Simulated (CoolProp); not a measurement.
Ethylbenzene along the isotherm 346.85 °C: fugacity coefficient from the reference equation and from simpler models built on Tc = 344.0 °C, pc = 3.622 MPa, ω = 0.304; each cubic takes its own stable root.

Model: reference Helmholtz-energy equation of state, Zhou 2012, in CoolProp.

```json
[
 {"p (MPa)": "1.13", "phase": "gas", "reference": "0.8924", "Redlich-Kwong": "0.8970", "Peng-Robinson": "0.8868"},
 {"p (MPa)": "2.26", "phase": "gas", "reference": "0.7880", "Redlich-Kwong": "0.7967", "Peng-Robinson": "0.7792"},
 {"p (MPa)": "3.4", "phase": "gas", "reference": "0.6806", "Redlich-Kwong": "0.6937", "Peng-Robinson": "(withheld)"},
 {"p (MPa)": "4.53", "phase": "supercritical", "reference": "(withheld)", "Redlich-Kwong": "0.5727", "Peng-Robinson": "0.5519"},
 {"p (MPa)": "5.66", "phase": "supercritical", "reference": "0.4662", "Redlich-Kwong": "(withheld)", "Peng-Robinson": "0.4676"},
 {"p (MPa)": "6.79", "phase": "supercritical", "reference": "0.4074", "Redlich-Kwong": "0.4309", "Peng-Robinson": "(withheld)"},
 {"p (MPa)": "7.92", "phase": "supercritical", "reference": "0.3655", "Redlich-Kwong": "0.3902", "Peng-Robinson": "0.3699"},
 {"p (MPa)": "9.06", "phase": "supercritical", "reference": "0.3341", "Redlich-Kwong": "0.3596", "Peng-Robinson": "0.3391"}
]
```

Task: Complete the blanks.

Result: 
- 3.4, Peng-Robinson: 0.6720
- 4.53, reference: 0.5541
- 5.66, Redlich-Kwong: 0.4880
- 6.79, Peng-Robinson: 0.4107
